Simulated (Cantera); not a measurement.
Feed: 1 mol TEOS, 0.2 mol CO2, 1.3 mol H2, equilibrated at 275 °C and 41.0 Pa.

Method: chemical equilibrium by Gibbs-energy minimisation in Cantera with the NASA 1993 tables (ideal gas, pure condensed phases). Candidate condensed phases: C, C6H6, C7H8, C8H18, H2O, Si, SiC, SiO2; 123 gas species. The feed counts by its element totals alone. The numbers say what is thermodynamically allowed, not how fast it happens.

Base state: H2 0.711, H2O 0.164, CH4 0.0932, CO2 0.0296, CO 0.00216 (mole fractions); condensed: C(graphite) + SiO2(α-quartz).

What changes in the equilibrium state with this change: temperature from 275 °C to 650 °C?


```json
[
 {"species": "H2", "before": "0.711", "after": "0.825"},
 {"species": "CO", "before": "0.00216", "after": "0.175"},
 {"species": "H2O", "before": "0.164", "after": "9.14e-5"},
 {"species": "CH4", "before": "0.0932", "after": "6.49e-5"},
 {"species": "CO2", "before": "0.0296", "after": "3.96e-5"},
 {"species": "C(graphite), mol", "before": "6.87", "after": "5.80"},
 {"species": "SiO2(α-quartz), mol", "before": "1.00", "after": "0"},
 {"species": "SiO2(β-quartz), mol", "before": "0", "after": "1.00"}
]
```

What changes in the equilibrium state with this change: temperature from 275 °C to 1250 °C?


```csv
species,before,after
H2,0.711,0.719
CO,0.00216,0.280
H,<1e-9,0.000969
H2O,0.164,1.20e-7
CH4,0.0932,4.88e-7
CO2,0.0296,1.74e-8
SiO,<1e-9,0.000603
"C(graphite), mol",6.87,2.82
"SiO2(α-quartz), mol",1.00,0
"SiC(s), mol",0,0.991
```
